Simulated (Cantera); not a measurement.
A perfectly stirred reactor is fed with 1.74 % C3H8, 10.2 % O2, 88.0 % N2, equivalence ratio 0.85, at 100000 Pa; it is adiabatic with a 750 K inlet, and is followed from long to short residence time, starting on the burning branch (τ in s: 0.057, 0.024, 0.0098, 0.0041, 0.0017, 0.00071, 0.0003, 0.00012, 5.1e-05, 2.1e-05, 8.9e-06, 3.7e-06).

Cantera simulation using GRI-Mech 3.0 (53 species, 325 reactions); the numbers are that mechanism's predictions, not measurements. GRI-Mech 3.0 was tuned for natural gas; its chemistry of propane as a main component is partial and can be far from experiment.

### Question
Predict: blow-out, bracketed by the residence times tried; x(C3H8) at τ = 57.0 ms; x(O2) at τ = 57.0 ms; x(CH4) at τ = 57.0 ms; x(HO2) at τ = 57.0 ms; x(CO) at τ = 57.0 ms; x(C3H8) at τ = 0.300 ms; x(O2) at τ = 0.300 ms; x(CH4) at τ = 0.300 ms; x(HO2) at τ = 0.300 ms; x(CO) at τ = 0.300 ms.

### Answer
| Property | Result |
|---|---|
| blow-out, bracketed by the residence times tried | burning at 0.300 ms, out at 0.120 ms |
| x(C3H8) at τ = 57.0 ms | 1.27e-6 |
| x(O2) at τ = 57.0 ms | 0.0157 |
| x(CH4) at τ = 57.0 ms | 3.22e-7 |
| x(HO2) at τ = 57.0 ms | 1.60e-6 |
| x(CO) at τ = 57.0 ms | 0.00158 |
| x(C3H8) at τ = 0.300 ms | 9.88e-5 |
| x(O2) at τ = 0.300 ms | 0.0294 |
| x(CH4) at τ = 0.300 ms | 9.47e-5 |
| x(HO2) at τ = 0.300 ms | 2.26e-5 |
| x(CO) at τ = 0.300 ms | 0.0216 |
